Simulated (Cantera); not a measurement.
An isothermal, constant-pressure homogeneous reactor starts with NH3 : N2 = 1 : 0.6 (molar parts), at 1925 K and 90.0 Torr. Integrator tolerance rtol = 1e-08.

Detailed kinetics in Cantera: the gas-phase N/H chemistry of the illustrative SiF4/NH3 mechanism in the Surface Chemkin manual (1991). Walls and surfaces, which speed up NH3 decomposition in real reactors, are not modelled.

Task: What does this change do: pressure from 90.0 Torr to 750 Torr?

Result: 
```
quantity                                             before                                      after
-----------------  ----------------------------------------  -----------------------------------------
x(NH3) at 2.00 s     0.0295 (gas-phase equilibrium 7.75e-7)    0.00125 (gas-phase equilibrium 6.48e-6)
x(NH2) at 2.00 s    8.91e-5 (gas-phase equilibrium 8.03e-9)    4.43e-6 (gas-phase equilibrium 2.32e-8)
x(H) at 2.00 s     0.000586 (gas-phase equilibrium 0.00211)  0.000722 (gas-phase equilibrium 0.000731)
x(H2) at 2.00 s         0.549 (gas-phase equilibrium 0.575)        0.575 (gas-phase equilibrium 0.576)
x(N2H4) at 2.00 s   8.30e-10 (gas-phase equilibrium <1e-12)    1.70e-11 (gas-phase equilibrium <1e-12)
```

Task: What does this change do: pressure from 90.0 Torr to 488 Torr?

Result: 
```tsv
quantity	before	after
x(NH3) at 2.00 s	0.0295 (gas-phase equilibrium 7.75e-7)	0.00128 (gas-phase equilibrium 4.21e-6)
x(NH2) at 2.00 s	8.91e-5 (gas-phase equilibrium 8.03e-9)	5.58e-6 (gas-phase equilibrium 1.87e-8)
x(H) at 2.00 s	0.000586 (gas-phase equilibrium 0.00211)	0.000886 (gas-phase equilibrium 0.000906)
x(H2) at 2.00 s	0.549 (gas-phase equilibrium 0.575)	0.575 (gas-phase equilibrium 0.576)
x(N2H4) at 2.00 s	8.30e-10 (gas-phase equilibrium <1e-12)	1.76e-11 (gas-phase equilibrium <1e-12)
```
